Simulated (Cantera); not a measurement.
Thermodynamics of carbothermic reduction, feed TiO2 + C + CO

Charge: 1 mol TiO2, a varied amount of C, 0.17 mol CO, at 1925 K and 180 Pa.

Method: chemical equilibrium by Gibbs-energy minimisation in Cantera with the NASA 1993 tables (ideal gas, pure condensed phases). Candidate condensed phases: C, Ti, TiC, TiO, TiO2, Ti2O3, Ti3O5, Ti4O7; 15 gas species. Mutual solubility and eutectic melting of coexisting phases are not modelled. TiC, TiO: taken at fixed stoichiometry. Condensed phases not in the tables: Magnéli phases beyond Ti4O7, solid solutions among these carbides, nitrides and lower oxides. Kinetics and transport are ignored.

At 0.32 mol C the condensed part is Ti3O5(s) + Ti4O7(s). From 0.39 mol C to 0.47 mol C the condensed part is Ti2O3(s) + Ti3O5(s). From 0.57 mol C to 0.99 mol C the condensed part is TiO(s) + Ti2O3(s). From 1.2 mol C to 1.4 mol C the condensed part is TiC(s) + TiO(s). The main Ti-bearing gas is TiO2 at 0.32 mol C and TiO at 1.4 mol C.

```tsv
n(C) (mol)	x CO	x CO2	x TiO	x TiO2	x Ti	n Ti3O5(s)	n Ti4O7(s)	n Ti2O3(s)	n TiO(s)	n TiC(s)
0.32	0.980	0.0200	2.83e-6	2.38e-5	4.53e-10	0.319	0.0106	0	0	0
0.39	0.999	0.000611	2.94e-5	7.37e-6	1.57e-7	0.219	0	0.171	0	0
0.47	0.999	0.000611	2.94e-5	7.37e-6	1.57e-7	0.0592	0	0.411	0	0
0.57	1.000	4.58e-5	0.000107	2.02e-6	7.65e-6	0	0	0.430	0.140	0
0.68	1.000	4.58e-5	0.000107	2.02e-6	7.65e-6	0	0	0.320	0.360	0
0.82	1.000	4.58e-5	0.000107	2.02e-6	7.65e-6	0	0	0.180	0.640	0
0.99	1.000	4.58e-5	0.000107	2.02e-6	7.65e-6	0	0	0.00995	0.980	0
1.2	1.000	1.58e-5	0.000107	6.97e-7	2.22e-5	0	0	0	0.900	0.1000
1.4	1.000	1.58e-5	0.000107	6.97e-7	2.22e-5	0	0	0	0.800	0.200
```
x: gas mole fraction; n: condensed amount in mol.
